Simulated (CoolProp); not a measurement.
1,2-dichloroethane along the isobar 0.101 MPa: fugacity coefficient from the reference equation and from simpler models built on Tc = 561.6 K, pc = 5.226 MPa, ω = 0.269; each cubic takes its own stable root.

Model: reference Helmholtz-energy equation of state, Thol 2015, in CoolProp.

```tsv
T (K)	phase	reference
342.1	liquid	0.6094
349.5	liquid	0.7784
364.3	gas	0.9731
371.7	gas	0.9748
379.1	gas	0.9763
386.6	gas	0.9777
394	gas	0.9790
401.4	gas	0.9802
408.8	gas	0.9813
416.2	gas	0.9824
```

**Question.** How far does each simpler model (van der Waals, Redlich-Kwong, Soave-Redlich-Kwong, Peng-Robinson) lie from the reference over these 10 states: mean and median of the absolute difference, and the worst?

**Answer.** 
- van der Waals: mean 9.4 %, median 0.9 %, worst +61.1 % at 342.1 K and 0.101 MPa
- Redlich-Kwong: mean 8.8 %, median 0.4 %, worst +59.9 % at 342.1 K and 0.101 MPa
- Soave-Redlich-Kwong: mean 0.5 %, median 0.2 %, worst -2.1 % at 342.1 K and 0.101 MPa
- Peng-Robinson: mean 0.1 %, median 0.1 %, worst -0.4 % at 349.5 K and 0.101 MPa

At some of these states van der Waals, Redlich-Kwong gives the other phase, because its saturation line lies elsewhere.
